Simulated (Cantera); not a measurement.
Feed: 1 mol CaO, 3.4 mol Cl2, 2.5 mol N2, held at 1850 K and 158 Torr.

Equilibrium computed with Cantera from the NASA thermochemical tables; the gas is ideal and each condensed phase is pure. Candidate condensed phases: Ca, CaCl2, CaO; 17 gas species. Equilibrium is a limit: real reactors are often held back by kinetics, nucleation or transport.

Base state: Cl 0.332, N2 0.325, Cl2 0.147, CaCl2 0.130, O2 0.0639, NO 0.00174, ClO 0.000655, O 0.000106 (mole fractions); condensed: gas only.

Question: What changes in the equilibrium state with this change: temperature from 1850 K to 1175 K?

Answer: 
| species | before | after |
|---|---|---|
| N2 | 0.325 | 0.462 |
| Cl2 | 0.147 | 0.441 |
| O2 | 0.0639 | 0.0923 |
| Cl | 0.332 | 0.00524 |
| CaCl2 | 0.130 | 1.85e-5 |
| O | 0.000106 | 9.68e-9 |
| ClO | 0.000655 | 3.02e-5 |
| NO | 0.00174 | 8.17e-5 |
| CaCl2(l), mol | 0 | 1.000 |
Condensed phases not in the tables: oxide chlorides.

Question: What changes in the equilibrium state with this change: temperature from 1850 K to 1273.15 K?

Answer: 
```csv
species,before,after
N2,0.325,0.460
Cl2,0.147,0.434
O2,0.0639,0.0918
Cl,0.332,0.0140
CaCl2,0.130,0.000162
O,0.000106,7.13e-8
NO,0.00174,0.000167
"CaCl2(l), mol",0,0.999
```
Condensed phases not in the tables: oxide chlorides.
